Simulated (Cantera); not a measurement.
Feed: 1 mol FeS2, 0.22 mol O2, 0.57 mol H2O, at 1098 K and 11000 Pa.

These are equilibrium values from Cantera (NASA tables, ideal gas, pure condensed phases), not measurements of a reactor. FeS: taken at fixed stoichiometry. Gases not in the tables: S3 to S7. Kinetics and transport are ignored.

```
species        before     after
-----------  --------  --------
H2O             0.420     0.373
S2              0.282     0.278
SO2             0.222     0.226
H2            0.00698    0.0760
H2S            0.0635    0.0250
SO           0.000145    0.0125
Fe(OH)2       2.18e-9   1.25e-5
H             6.23e-9   7.55e-5
OH            1.65e-9   1.67e-5
S             1.13e-7  0.000315
SH            8.09e-5   0.00405
S2O           0.00586   0.00509
FeS(s), mol      1.00         0
FeS(l), mol         0     1.000
```
Gas species are given as mole fractions.

Q: Name the change that produced these shifts.
(A) O2 from 0.22 to 0.48 mol
(B) temperature from 1098 K to 1275 K
(C) temperature from 1098 K to 925 K
(D) temperature from 1098 K to 1650 K

A: D, temperature from 1098 K to 1650 K
